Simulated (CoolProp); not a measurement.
Properties of o-xylene at several states (Tc = 630.3 K, pc = 3.737 MPa, ω = 0.312).

Computed with CoolProp (reference Helmholtz-energy equation of state, Zhou 2012).

```csv
T (K),p (MPa),phase,Z,cp (kJ/(kg K)),cv (kJ/(kg K)),Joule-Thomson coefficient (K/MPa),isothermal compressibility (1/MPa),conductivity (mW/(m K))
567.9,22.4,liquid,0.7492,2.595,2.185,-0.1365,0.003714,90.0
431.7,0.023,gas,0.9909,1.741,1.658,31.16,43.88,25.4
294.6,0.0275,liquid,0.001356,1.754,1.366,-0.4656,0.0007901,132
364,2.79,liquid,0.1191,1.976,1.572,-0.3775,0.001238,115
353.2,3.24,liquid,0.1408,1.939,1.538,-0.3934,0.001137,118
```

Thermal conductivity comes from a separate model (Mylona 2014).
